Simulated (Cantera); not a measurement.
Feed: 1 mol SiH4, 4.2 mol HCl, 9.2 mol H2, at 1475 K and 59000 Pa.

These are equilibrium values from Cantera (NASA tables, ideal gas, pure condensed phases), not measurements of a reactor. Candidate condensed phases: Si; 19 gas species. The tables' values for SiCl3 are old estimates; treat these amounts as uncertain. The numbers say what is thermodynamically allowed, not how fast it happens.

Base state: H2 0.824, HCl 0.109, SiCl2 0.0386, SiCl3 0.0105, SiCl4 0.00967, SiHCl3 0.00690, SiH2Cl2 0.000772, SiH3Cl 2.52e-5 (mole fractions); condensed: gas only.

**Question.** What changes in the equilibrium state with this change: pressure from 59000 Pa to 35000 Pa?

**Answer.** 
```csv
species,before,after
H2,0.824,0.818
HCl,0.109,0.116
SiCl2,0.0386,0.0436
SiCl3,0.0105,0.00971
SiH3Cl,2.52e-5,1.57e-5
SiH2Cl2,0.000772,0.000513
SiHCl3,0.00690,0.00491
SiCl4,0.00967,0.00736
H,1.53e-5,1.98e-5
```

**Question.** What changes in the equilibrium state with this change: pressure from 59000 Pa to 2300 Pa?

**Answer.** 
| species | before | after |
|---|---|---|
| H2 | 0.824 | 0.798 |
| HCl | 0.109 | 0.137 |
| SiCl2 | 0.0386 | 0.0596 |
| SiCl3 | 0.0105 | 0.00406 |
| SiH3Cl | 2.52e-5 | 1.14e-6 |
| SiH2Cl2 | 0.000772 | 4.50e-5 |
| SiHCl3 | 0.00690 | 0.000520 |
| SiCl4 | 0.00967 | 0.000943 |
| Cl | 1.65e-6 | 1.06e-5 |
